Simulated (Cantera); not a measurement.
Feed: 1 mol SiCl4, 0.25 mol NH3, 8.7 mol N2, held at 1000 °C and 100 Torr.

These are equilibrium values from Cantera (NASA tables, ideal gas, pure condensed phases), not measurements of a reactor. Candidate condensed phases: NH4Cl, Si, Si3N4; 28 gas species. The tables' values for SiCl3 are old estimates; treat these amounts as uncertain. Rates play no part.

Base state: N2 0.849, SiCl4 0.0791, HCl 0.0647, H2 0.00406, SiCl3 0.00231, SiCl2 0.000443, SiHCl3 0.000198 (mole fractions); condensed: Si3N4(s).

### Question
What changes in the equilibrium state with this change: pressure from 100 Torr to 750 Torr?

### Answer
```json
[
 {"species": "N2", "before": "0.849", "after": "0.850"},
 {"species": "SiCl4", "before": "0.0791", "after": "0.0809"},
 {"species": "HCl", "before": "0.0647", "after": "0.0624"},
 {"species": "SiCl3", "before": "0.00231", "after": "0.00102"},
 {"species": "SiCl2", "before": "0.000443", "after": "8.35e-5"},
 {"species": "SiHCl3", "before": "0.000198", "after": "0.000270"},
 {"species": "Si3N4(s), mol", "before": "0.0525", "after": "0.0521"}
]
```
